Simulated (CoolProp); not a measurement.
A closed Brayton cycle with carbon dioxide: compressor inlet 330.15 K and 9.6 MPa, high pressure 17.3 MPa, turbine inlet 755 K, compressor efficiency 0.8, turbine efficiency 0.85, recuperator effectiveness 0.8 (on enthalpy, no pinch check). Each further row changes one setting.

Computed with CoolProp (reference Helmholtz-energy equation of state, Span 1996).

| case | thermal efficiency (%) | net work (kJ/kg) | compressor to turbine work | compressor exit (K) | turbine exit (K) |
|---|---|---|---|---|---|
| as stated | 19.7 | 40.2 | 0.41 | 376.7 | 690.4 |
| turbine inlet 705 K | 18.7 | 35.0 | 0.45 | 376.7 | 642.7 |
| compressor inlet 340.15 K | 18.8 | 35.7 | 0.48 | 391.7 | 690.4 |
| high pressure 14.7 MPa | 16.8 | 30.5 | 0.39 | 363.6 | 708.1 |
| recuperator effectiveness 0.5 | 12.7 | 40.2 | 0.41 | 376.7 | 690.4 |
